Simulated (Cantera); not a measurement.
Adiabatic ignition

An adiabatic, constant-volume homogeneous reactor starts with CH4 : O2 : N2 = 1 : 1.05 : 6.8 (molar parts), at 1475 K and 2.07 atm.

Cantera simulation using GRI-Mech 3.0 (53 species, 325 reactions); the numbers are that mechanism's predictions, not measurements.

```json
[
 {"t (s)": "3.00e-6", "T (K)": "1475", "P (bar)": "2.10", "x CH4": "0.113", "x O2": "0.119", "x N2O": "<1e-12", "x NO": "<1e-12", "x HO2": "2.53e-7", "x C2H4": "<1e-12"},
 {"t (s)": "9.03e-6", "T (K)": "1475", "P (bar)": "2.10", "x CH4": "0.113", "x O2": "0.119", "x N2O": "2.55e-12", "x NO": "<1e-12", "x HO2": "7.24e-7", "x C2H4": "4.49e-11"},
 {"t (s)": "2.72e-5", "T (K)": "1475", "P (bar)": "2.10", "x CH4": "0.113", "x O2": "0.119", "x N2O": "1.92e-11", "x NO": "<1e-12", "x HO2": "1.85e-6", "x C2H4": "1.92e-9"},
 {"t (s)": "8.18e-5", "T (K)": "1475", "P (bar)": "2.10", "x CH4": "0.113", "x O2": "0.119", "x N2O": "1.21e-10", "x NO": "<1e-12", "x HO2": "3.18e-6", "x C2H4": "1.03e-7"},
 {"t (s)": "0.000246", "T (K)": "1475", "P (bar)": "2.10", "x CH4": "0.113", "x O2": "0.119", "x N2O": "5.01e-10", "x NO": "<1e-12", "x HO2": "3.59e-6", "x C2H4": "4.17e-6"},
 {"t (s)": "0.000742", "T (K)": "1482", "P (bar)": "2.11", "x CH4": "0.111", "x O2": "0.118", "x N2O": "2.88e-9", "x NO": "1.08e-12", "x HO2": "1.03e-5", "x C2H4": "6.80e-5"},
 {"t (s)": "0.00223", "T (K)": "2527", "P (bar)": "4.00", "x CH4": "7.69e-11", "x O2": "1.01e-5", "x N2O": "2.67e-8", "x NO": "0.000324", "x HO2": "1.23e-8", "x C2H4": "<1e-12"},
 {"t (s)": "0.00672", "T (K)": "2528", "P (bar)": "4.00", "x CH4": "4.58e-11", "x O2": "1.04e-5", "x N2O": "1.74e-8", "x NO": "0.000177", "x HO2": "1.27e-8", "x C2H4": "<1e-12"},
 {"t (s)": "0.0202", "T (K)": "2528", "P (bar)": "4.00", "x CH4": "4.56e-11", "x O2": "1.04e-5", "x N2O": "1.67e-8", "x NO": "0.000160", "x HO2": "1.27e-8", "x C2H4": "<1e-12"},
 {"t (s)": "0.0609", "T (K)": "2528", "P (bar)": "4.00", "x CH4": "4.56e-11", "x O2": "1.04e-5", "x N2O": "1.67e-8", "x NO": "0.000160", "x HO2": "1.27e-8", "x C2H4": "<1e-12"},
 {"t (s)": "0.183", "T (K)": "2528", "P (bar)": "4.00", "x CH4": "4.56e-11", "x O2": "1.04e-5", "x N2O": "1.67e-8", "x NO": "0.000160", "x HO2": "1.27e-8", "x C2H4": "<1e-12"},
 {"t (s)": "0.552", "T (K)": "2528", "P (bar)": "4.00", "x CH4": "4.56e-11", "x O2": "1.04e-5", "x N2O": "1.67e-8", "x NO": "0.000160", "x HO2": "1.27e-8", "x C2H4": "<1e-12"},
 {"t (s)": "1.66", "T (K)": "2528", "P (bar)": "4.00", "x CH4": "4.56e-11", "x O2": "1.04e-5", "x N2O": "1.67e-8", "x NO": "0.000160", "x HO2": "1.27e-8", "x C2H4": "<1e-12"},
 {"t (s)": "5.00", "T (K)": "2528", "P (bar)": "4.00", "x CH4": "4.56e-11", "x O2": "1.04e-5", "x N2O": "1.67e-8", "x NO": "0.000160", "x HO2": "1.27e-8", "x C2H4": "<1e-12"}
]
```
x: mole fraction; the columns are a selection and need not sum to one.

```yaml
time_of_steepest_temperature_rise: 1.79 ms
temperature at 5.00 s: 2528 K
equilibrium_temperature: 2528 K
x(CH4) at 5.00 s: 4.56e-11 (gas-phase equilibrium 5.12e-11)
x(O2) at 5.00 s: 1.04e-5 (gas-phase equilibrium 1.04e-5)
x(N2O) at 5.00 s: 1.67e-8 (gas-phase equilibrium 1.67e-8)
```
